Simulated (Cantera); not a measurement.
**N2O furnace oxynitridation**

An isothermal, constant-pressure homogeneous reactor starts with N2O : O2 = 1 : 0.31 (molar parts), at 1250 K and 0.250 bar.

Model: GRI-Mech 3.0 (53 species, 325 reactions), integrated in Cantera. GRI-Mech 3.0 was tuned for natural gas; its chemistry of N2O as a main component is partial and can be far from experiment. The mechanism lacks the step 2 NO + O2 → 2 NO2, which can matter for NO2 below about 1400 K. The temperature is held fixed by assumption; the heat of reaction is taken as removed at once.

| t (s) | x N2O | x O2 | x N2 | x NO2 | x NO | x O |
|---|---|---|---|---|---|---|
| 5.00e-6 | 0.763 | 0.237 | 7.77e-7 | <1e-12 | 1.62e-8 | 6.57e-7 |
| 1.94e-5 | 0.763 | 0.237 | 3.52e-6 | <1e-12 | 2.07e-7 | 1.98e-6 |
| 7.57e-5 | 0.763 | 0.237 | 1.73e-5 | 4.97e-12 | 1.84e-6 | 3.59e-6 |
| 0.000294 | 0.763 | 0.237 | 7.62e-5 | 1.37e-10 | 9.73e-6 | 3.80e-6 |
| 0.00114 | 0.763 | 0.237 | 0.000306 | 2.36e-9 | 4.06e-5 | 3.80e-6 |
| 0.00445 | 0.762 | 0.237 | 0.00120 | 3.53e-8 | 0.000160 | 3.80e-6 |
| 0.0173 | 0.757 | 0.238 | 0.00465 | 4.59e-7 | 0.000624 | 3.80e-6 |
| 0.0674 | 0.737 | 0.243 | 0.0178 | 4.15e-6 | 0.00239 | 3.79e-6 |
| 0.262 | 0.668 | 0.259 | 0.0649 | 2.10e-5 | 0.00868 | 3.76e-6 |
| 1.02 | 0.466 | 0.305 | 0.202 | 7.07e-5 | 0.0267 | 3.59e-6 |
| 3.97 | 0.146 | 0.380 | 0.420 | 0.000149 | 0.0533 | 2.75e-6 |
| 15.4 | 0.00742 | 0.415 | 0.517 | 0.000254 | 0.0605 | 4.34e-7 |
| 60.0 | 2.14e-6 | 0.417 | 0.522 | 0.000565 | 0.0601 | 9.01e-8 |
x: mole fraction; the columns are a selection and need not sum to one.

Equilibrium at this temperature and pressure: N2O 9.87e-9, O2 0.447, N2 0.552, NO2 3.38e-6, NO 0.000347, O 9.32e-8 (gas phase only).
